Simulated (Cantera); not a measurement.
A Cantera script and its output.

```python
import numpy as np
import cantera as ct

gas = ct.Solution("gri30.yaml")


def delay(T, t_max=10):
    gas.TPX = T, 101325, {'CH4': 1, 'C2H6': 0.095, 'C3H8': 0.33, 'O2': 2.21, 'N2': 14.6}
    reactor = ct.IdealGasConstPressureReactor(gas, clone=False)
    net = ct.ReactorNet([reactor])
    net.rtol, net.atol = 1e-8, 1e-16
    while net.time < t_max:
        t_old, T_old = net.time, reactor.T
        net.step()
        if reactor.T > T + 400:  # ignition: a rise of 400 K
            return t_old + (T + 400 - T_old) / (reactor.T - T_old) * (net.time - t_old)
    return np.nan


taus = []
for T in [1025, 1100, 1175, 1250, 1325, 1400, 1475, 1550]:
    taus.append(delay(T))
    print(f"T0 = {T:6g} K   tau = {taus[-1]:.4e} s")
```

It prints:

```
T0 =   1025 K   tau = 2.2004e-01 s
T0 =   1100 K   tau = 5.7113e-02 s
T0 =   1175 K   tau = 1.4579e-02 s
T0 =   1250 K   tau = 4.1163e-03 s
T0 =   1325 K   tau = 1.3635e-03 s
T0 =   1400 K   tau = 5.3670e-04 s
T0 =   1475 K   tau = 2.4813e-04 s
T0 =   1550 K   tau = 1.3167e-04 s
```

Computed with Cantera and GRI-Mech 3.0 (53 species, 325 reactions). GRI-Mech 3.0 was tuned for natural gas; its chemistry of propane as a main component is partial and can be far from experiment.
